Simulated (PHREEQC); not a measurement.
Dissolve 0.0014 mol/kgw ZnCl2, 0.00063 mol/kgw NaCl and 0.087 mol/kgw FeSO4 at 25 °C. Closed to the air; pH follows from the charge balance.

All values are PHREEQC results (ion-association model, wateq4f.dat), not measurements.

### Question
The ionic strength comes out as 0.196 mol/kgw. What activity coefficients do Zn+2, Zn(SO4)2-2, HSO4-, Cl-, H+ get?

### Answer
Zn+2 0.33, Zn(SO4)2-2 0.31, HSO4- 0.73, Cl- 0.71, H+ 0.80.

No solid was allowed to form.
